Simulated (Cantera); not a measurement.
**Adiabatic ignition**

An adiabatic, constant-volume homogeneous reactor starts with 5.46 % CH4, 0.546 % CO, 6.61 % O2, 72.6 % N2, 14.7 % H2O, equivalence ratio 1.7, at 1200 K and 5.00 bar.

Detailed kinetics in Cantera: GRI-Mech 3.0 (53 species, 325 reactions).

```tsv
t (s)	T (K)	P (bar)	x CH4	x CO	x O2	x N2O	x NO
5.00e-6	1200	5.00	0.0546	0.00546	0.0661	<1e-12	<1e-12
1.36e-5	1200	5.00	0.0546	0.00546	0.0661	<1e-12	<1e-12
3.68e-5	1200	5.00	0.0546	0.00546	0.0661	<1e-12	<1e-12
0.000100	1200	5.00	0.0546	0.00546	0.0661	<1e-12	<1e-12
0.000271	1200	5.00	0.0546	0.00546	0.0661	1.09e-12	<1e-12
0.000737	1200	5.00	0.0546	0.00546	0.0661	5.22e-12	<1e-12
0.00200	1200	5.00	0.0546	0.00546	0.0661	2.07e-11	<1e-12
0.00543	1200	5.00	0.0546	0.00546	0.0660	7.91e-11	<1e-12
0.0147	1202	5.01	0.0544	0.00547	0.0659	3.84e-10	<1e-12
0.0400	1224	5.10	0.0515	0.00622	0.0637	4.55e-9	<1e-12
0.109	1910	8.30	3.09e-8	0.0320	2.81e-8	3.11e-10	1.90e-6
0.295	1910	8.30	1.66e-10	0.0320	2.81e-8	3.11e-10	1.92e-6
0.800	1910	8.30	1.66e-10	0.0320	2.81e-8	3.12e-10	1.96e-6
```
x: mole fraction; the columns are a selection and need not sum to one.

| Item | Value |
|---|---|
| time of steepest temperature rise | 49.6 ms |
| temperature at 0.800 s | 1910 K |
| equilibrium temperature | 1910 K |
| x(CH4) at 0.800 s | 1.66e-10 (gas-phase equilibrium 1.86e-10) |
| x(CO) at 0.800 s | 0.0320 (gas-phase equilibrium 0.0320) |
| x(O2) at 0.800 s | 2.81e-8 (gas-phase equilibrium 2.81e-8) |
